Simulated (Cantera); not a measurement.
Cantera run:

```python
import numpy as np
import cantera as ct

gas_names = """
    F2 SF4
""".split()
cond_names = """
    Na2S(1) Na2S(2) Na2S(L) Na(cr) Na(L)
""".split()


# ... load() reads the species with a 1 bar reference pressure and builds the phases ...
species = {s.name: s for s in load("nasa_gas.yaml", gas_names) + load("nasa_condensed.yaml", cond_names)}
# Each term lists the table entries of one substance; the one whose range holds T is used.
reactions = {
    'Na2S + 2 F2(g) = 2 Na + SF4(g)':
        [(-1, ['Na2S(1)', 'Na2S(2)', 'Na2S(L)']), (-2, ['F2']), (2, ['Na(cr)', 'Na(L)']), (1, ['SF4'])],
}


def pick(names, T):
    return next(species[n] for n in names if species[n].thermo.min_temp <= T <= species[n].thermo.max_temp)


results = []
for label, terms in reactions.items():
    print(label)
    print("     T/K   dH/kJ  dS/(J/K)   dG/kJ   log10 K")
    for T in [300, 400, 475, 550, 625, 700, 775, 850, 925, 1000, 1075]:
        used = [(nu, pick(names, T)) for nu, names in terms]
        dH = sum(nu * s.thermo.h(T) for nu, s in used) / 1e6
        dS = sum(nu * s.thermo.s(T) for nu, s in used) / 1e3
        dG = dH - T * dS / 1e3
        logK = -dG * 1e6 / (ct.gas_constant * T * np.log(10))
        results.append((label, T, dH, dS, dG, logK, [s.name for _, s in used]))
        print(f"{T:8g} {dH:8.1f} {dS:8.1f} {dG:8.1f} {logK:8.2f}")
```

Result:

```
Na2S + 2 F2(g) = 2 Na + SF4(g)
     T/K   dH/kJ  dS/(J/K)   dG/kJ   log10 K
     300   -397.1    -99.6   -367.2    63.93
     400   -392.3    -87.0   -357.5    46.69
     475   -392.3    -86.9   -351.0    38.60
     550   -392.2    -86.8   -344.5    32.72
     625   -392.3    -86.8   -338.0    28.25
     700   -392.4    -87.0   -331.5    24.74
     775   -392.6    -87.3   -324.9    21.90
     850   -392.8    -87.6   -318.4    19.57
     925   -393.1    -87.9   -311.8    17.61
    1000   -393.5    -88.3   -305.2    15.94
    1075   -394.2    -88.9   -298.6    14.51
```

Standard-state values (1 bar) from the NASA 1993 polynomials, evaluated with Cantera. Condensed species are held in their standard states even where they would react or evaporate.
